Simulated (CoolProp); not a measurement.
Vapour-liquid equilibrium of dimethyl carbonate (1) + n-nonane (2) at 321 kPa; x and y are mole fractions of (1).

Model: multi-fluid Helmholtz-energy mixture model, Zhou 2011 and Lemmon 2006; pair parameters Bell 2016, in CoolProp.

```tsv
x	bubble temperature (K)	y at the bubble point	dew temperature at overall composition x (K)	liquid density (mol/L)
0.05	460.1	0.260	471.1	4.584
0.125	444.0	0.512	467.4	4.898
0.2	432.5	0.651	463.4	5.198
0.275	424.7	0.732	459.2	5.494
0.35	419.4	0.781	454.8	5.795
0.425	415.7	0.814	450.0	6.112
0.5	413.1	0.837	444.8	6.454
0.575	411.2	0.855	439.1	6.829
0.65	409.7	0.871	432.7	7.247
0.725	408.3	0.888	425.4	7.720
0.8	407.1	0.907	417.3	8.259
0.875	406.0	0.931	409.3	8.879
0.95	404.9	0.967	405.3	9.595
```

No azeotrope shows between x = 0.05 and 0.95.

Pair parameters are fitted to limited data, so mixtures are less certain than the pure fluids.
